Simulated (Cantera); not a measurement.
Input: 1 mol SiH4, 3.9 mol N2, 2.9 mol H2, at 0.133 bar.

These are equilibrium values from Cantera (NASA tables, ideal gas, pure condensed phases), not measurements of a reactor. Candidate condensed phases: Si, Si3N4; 18 gas species. N2 is the only nitrogen source here; it is nearly inert below about 1500 K, so the nitride shown seldom forms there in practice. Equilibrium is a limit: real reactors are often held back by kinetics, nucleation or transport.

Question: At 798 K, list the 3 most abundant gas species with their mole fractions, and the condensed phases.

Answer: H2 0.602, N2 0.398, NH3 0.000120. Condensed: Si3N4(s).
